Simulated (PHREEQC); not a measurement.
Synthetic water in mg/L, 25 °C, pH 6.18, pe 10.3: Na 0.00182; K 0.00458; Ca 0.0157; Mg 0.00109; Cl 0.0112; S(6) as SO4 0.00485; Alkalinity as HCO3 0.0389; Br 4.74e-05.

Valence states are taken as typed.

Equilibrium calculation in PHREEQC: ion-association model, phreeqc.dat.

Precipitation was switched off in this run.

Task: Predict the ionic strength, charge-balance error.

Result: ionic strength 2.21e-6 mol/kgw; charge-balance error 0.4 %.

Task: In which forms is C present?

Result: CO2 60 %, HCO3- 40 % of the C.

Complexes and solids missing from the database can't appear.
